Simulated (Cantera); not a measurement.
A perfectly stirred reactor is fed with C2H4 : O2 : N2 : H2O = 1 : 1.88 : 7.05 : 0.029 (molar parts), equivalence ratio 1.6, at 19.7 atm; it is adiabatic with a 750 K inlet, and is followed from long to short residence time, starting on the burning branch (τ in s: 0.021, 0.0097, 0.0045, 0.0021, 0.00098, 0.00046, 0.00021, 0.0001, 4.7e-05, 2.2e-05, 1e-05).

Model: GRI-Mech 3.0 (53 species, 325 reactions), integrated in Cantera. GRI-Mech 3.0 was tuned for natural gas; its chemistry of ethylene as a main component is partial and can be far from experiment. The pressure lies above the range GRI-Mech 3.0 was tuned for (to about 10 atm).

x: mole fraction; the columns are a selection and need not sum to one.

```json
[
 {"τ (s)": "0.021", "T (K)": "2469", "x C2H4": "…", "x O2": "1.80e-5", "x H2": "0.0634", "x NO": "0.000144", "x H2O": "0.119", "x C2H6": "1.05e-10", "x NO2": "2.92e-9"},
 {"τ (s)": "0.0097", "T (K)": "2468", "x C2H4": "…", "x O2": "3.22e-5", "x H2": "0.0633", "x NO": "0.000180", "x H2O": "0.119", "x C2H6": "3.67e-10", "x NO2": "3.81e-9"},
 {"τ (s)": "0.0045", "T (K)": "2467", "x C2H4": "…", "x O2": "5.99e-5", "x H2": "0.0631", "x NO": "0.000227", "x H2O": "0.119", "x C2H6": "1.24e-9", "x NO2": "5.15e-9"},
 {"τ (s)": "0.0021", "T (K)": "2465", "x C2H4": "…", "x O2": "0.000113", "x H2": "0.0627", "x NO": "0.000282", "x H2O": "0.119", "x C2H6": "3.90e-9", "x NO2": "7.04e-9"},
 {"τ (s)": "0.00098", "T (K)": "2462", "x C2H4": "…", "x O2": "0.000211", "x H2": "0.0620", "x NO": "0.000338", "x H2O": "0.119", "x C2H6": "1.13e-8", "x NO2": "9.58e-9"},
 {"τ (s)": "0.00046", "T (K)": "2458", "x C2H4": "…", "x O2": "0.000390", "x H2": "0.0611", "x NO": "0.000384", "x H2O": "0.119", "x C2H6": "2.98e-8", "x NO2": "1.29e-8"},
 {"τ (s)": "0.00021", "T (K)": "2451", "x C2H4": "…", "x O2": "0.000727", "x H2": "0.0597", "x NO": "0.000415", "x H2O": "0.119", "x C2H6": "7.26e-8", "x NO2": "1.73e-8"},
 {"τ (s)": "0.00010", "T (K)": "2442", "x C2H4": "…", "x O2": "0.00129", "x H2": "0.0580", "x NO": "0.000424", "x H2O": "0.120", "x C2H6": "1.52e-7", "x NO2": "2.29e-8"},
 {"τ (s)": "4.7e-5", "T (K)": "2426", "x C2H4": "…", "x O2": "0.00228", "x H2": "0.0560", "x NO": "0.000408", "x H2O": "0.120", "x C2H6": "2.98e-7", "x NO2": "3.01e-8"},
 {"τ (s)": "2.2e-5", "T (K)": "2401", "x C2H4": "…", "x O2": "0.00406", "x H2": "0.0536", "x NO": "0.000358", "x H2O": "0.120", "x C2H6": "5.79e-7", "x NO2": "3.84e-8"},
 {"τ (s)": "1.0e-5", "T (K)": "2354", "x C2H4": "…", "x O2": "0.00762", "x H2": "0.0505", "x NO": "0.000263", "x H2O": "0.120", "x C2H6": "1.26e-6", "x NO2": "4.58e-8"}
]
```

Some entries are withheld; supply them.


- 0.021, x C2H4: 8.42e-7
- 0.0097, x C2H4: 1.75e-6
- 0.0045, x C2H4: 3.57e-6
- 0.0021, x C2H4: 7.08e-6
- 0.00098, x C2H4: 1.38e-5
- 0.00046, x C2H4: 2.64e-5
- 0.00021, x C2H4: 5.08e-5
- 0.00010, x C2H4: 9.31e-5
- 4.7e-5, x C2H4: 0.000172
- 2.2e-5, x C2H4: 0.000327
- 1.0e-5, x C2H4: 0.000681
